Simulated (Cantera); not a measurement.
## Thermodynamics of silicon oxide and oxynitride deposition, feed Si2H6 + CO2 + H2

Input: 1 mol Si2H6, 2.2 mol CO2, 26 mol H2, equilibrated at 1552 °C and 0.880 bar.

These are equilibrium values from Cantera (NASA tables, ideal gas, pure condensed phases), not measurements of a reactor. Candidate condensed phases: C, C6H6, C7H8, C8H18, H2O, Si, SiC, SiO2; 123 gas species. The feed counts by its element totals alone. Mutual solubility and eutectic melting of coexisting phases are not modelled. The tables hold silica as quartz up to 1696 K and as liquid above; real silica turns to tridymite and cristobalite and melts near 1996 K. Equilibrium is a limit: real reactors are often held back by kinetics, nucleation or transport.

The x(H2) is 0.907, the x(CO) is 0.0606 and the x(SiO) comes out as 0.0319. The x(H) is 0.000447. The x(H2O) comes out as 0.000115. The x(CH4) comes out as 5.46e-5 and the x(SiH2) is 8.18e-6. The x(C2H2 (acetylene)) comes out as 2.21e-6, the x(CO2) comes out as 1.96e-6 and the n(SiC(s)) is 0.261 mol. The n(SiO2(condensed)) comes out as 0.720 mol and the gas amount comes out as 31.96 mol. The log10 activity of Si(l) (absent) comes out as -0.60. The log10 activity of C(graphite) (absent) is -0.97.
